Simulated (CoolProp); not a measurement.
Saturation properties of R152A.

Values from CoolProp's reference Helmholtz-energy equation of state, Outcalt 1996. It is a modified Benedict-Webb-Rubin equation, recast in Helmholtz form.

| T (K) | p (MPa) | enthalpy of vaporisation (kJ/kg) | surface tension (mN/m) | vapour viscosity (µPa s) |
|---|---|---|---|---|
| 215.7 | 0.01761 | 357.7 | 21.6 | 7.98 |
| 223 | 0.02719 | 351.9 | 20.5 | 8.25 |
| 230.3 | 0.04067 | 346.0 | 19.4 | 8.53 |
| 237.5 | 0.05881 | 340.0 | 18.3 | 8.81 |
| 244.8 | 0.08333 | 333.7 | 17.2 | 9.09 |
| 252 | 0.1149 | 327.3 | 16.2 | 9.37 |
| 259.3 | 0.1558 | 320.6 | 15.1 | 9.65 |
| 266.6 | 0.2073 | 313.6 | 14.1 | 9.94 |

It boils at 249.1 K under 1 atm.

Viscosity comes from a separate model (Bell 2016), an estimate that may be off by 10 % or more. Surface tension comes from a separate correlation (Mulero 2012).
